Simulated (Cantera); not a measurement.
# Ammonia decomposition in nitride growth gas

A perfectly stirred reactor is fed with NH3 : N2 = 1 : 3.5 (molar parts), at 0.197 atm; it is held at 2375 K, and followed from long to short residence time.

Cantera simulation using the gas-phase N/H chemistry of the illustrative SiF4/NH3 mechanism in the Surface Chemkin manual (1991); the numbers are that mechanism's predictions, not measurements. Walls and surfaces, which speed up NH3 decomposition in real reactors, are not modelled.

| τ (s) | x NH3 | x N2H4 | x NH2 | x N2 | x NH | x N |
|---|---|---|---|---|---|---|
| 12 | 2.28e-5 | <1e-12 | 4.36e-6 | 0.722 | 5.19e-6 | 1.21e-5 |
| 3.8 | 4.84e-5 | <1e-12 | 8.48e-6 | 0.722 | 9.25e-6 | 1.98e-5 |
| 1.2 | 0.000169 | 3.24e-12 | 2.12e-5 | 0.723 | 1.64e-5 | 2.51e-5 |
| 0.35 | 0.00216 | 6.73e-11 | 9.62e-5 | 0.726 | 2.61e-5 | 1.40e-5 |
| 0.11 | 0.0102 | 4.77e-10 | 0.000256 | 0.729 | 3.82e-5 | 1.13e-5 |
| 0.033 | 0.0334 | 2.39e-9 | 0.000573 | 0.734 | 5.56e-5 | 1.08e-5 |
| 0.0099 | 0.0831 | 8.82e-9 | 0.00110 | 0.746 | 7.33e-5 | 1.01e-5 |
| 0.0030 | 0.147 | 2.24e-8 | 0.00175 | 0.760 | 8.00e-5 | 7.69e-6 |
| 0.00092 | 0.192 | 4.06e-8 | 0.00236 | 0.771 | 6.87e-5 | 3.83e-6 |
| 0.00028 | 0.213 | 4.86e-8 | 0.00258 | 0.775 | 4.61e-5 | 1.09e-6 |
x: mole fraction; the columns are a selection and need not sum to one.
